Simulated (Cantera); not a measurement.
Feed: 1 mol SiC, 0.068 mol C, 0.25 mol N₂, at 2525 K and 1.00 Torr.

Method: chemical equilibrium by Gibbs-energy minimisation in Cantera with the NASA 1993 tables (ideal gas, pure condensed phases). Candidate condensed phases: C, Si, SiC, Si₃N₄; 20 gas species. The tables' values for SiN are old estimates; treat these amounts as uncertain. Kinetics and transport are ignored.

Base state: Si 0.578, N₂ 0.208, SiC₂ 0.161, Si₂C 0.0468, Si₂ 0.00216, CN 0.00158, SiN 0.000935, C₃ 0.000548 (mole fractions); condensed: C(graphite).

What changes in the equilibrium state with this change: N₂ from 0.25 to 0.73 mol?


| species | before | after |
|---|---|---|
| N₂ | 0.208 | 0.431 |
| Si | 0.578 | 0.421 |
| SiC₂ | 0.161 | 0.117 |
| Si₂C | 0.0468 | 0.0249 |
| Si₃ | 4.98e-5 | 1.93e-5 |
| C₂N₂ | 1.88e-5 | 3.88e-5 |
| Si₂ | 0.00216 | 0.00115 |
| C(graphite), mol | 0.624 | 0.622 |
